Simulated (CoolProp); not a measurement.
Saturated liquid density (kg/m³) of water: the reference equation beside estimates from Tc = 647.1 K, pc = 22060 kPa, ω = 0.344. Rackett uses Z = 0.29056 − 0.08775 ω.

Computed with CoolProp (reference Helmholtz-energy equation of state, Wagner 2002).

| T (K) | reference | Rackett | van der Waals |
|---|---|---|---|
| 414 | 925.4 | 775.4 | 442.7 |
| 420.9 | 919.1 | 768.8 | 439.1 |
| 427.7 | 912.7 | 762.2 | 435.5 |
| 434.6 | 906.0 | 755.3 | 431.9 |
| 441.4 | 899.2 | 748.5 | 428.2 |
| 448.3 | 892.1 | 741.5 | 424.3 |
| 455.2 | 884.8 | 734.4 | 420.4 |
| 462 | 877.4 | 727.3 | 416.5 |
| 468.9 | 869.6 | 719.9 | 412.4 |
| 475.8 | 861.5 | 712.4 | 408.3 |

Absolute difference from the reference over all 10 rows, mean and median: Rackett 16.8 and 16.8 %, van der Waals 52.4 and 52.4 %.
